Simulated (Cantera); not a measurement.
An isothermal, constant-pressure homogeneous reactor starts with 8.26 % H2, 91.7 % O2, at 900 K and 0.0286 atm.

Model: the H2/O2 subset of GRI-Mech 3.0, which has no nitrogen chemistry, integrated in Cantera. Radical loss at walls, strong at low pressure, is not modelled. Below about 950 K walls govern HO2 and H2O2 in real vessels. The temperature is held fixed by assumption; the heat of reaction is taken as removed at once.

One state of this run: x H2 = 0.000496; x O2 = 0.914; x O = 0.000162; x HO2 = 6.46e-6; x H2O2 = 3.43e-7; x H = 1.15e-5; x OH = 9.79e-5. x: mole fraction; the columns are a selection and need not sum to one.

Question: Which value of t (s) does it belong to?
A. 0.0317
B. 200
C. 46.5
D. 0.00172

Answer: A, 0.0317
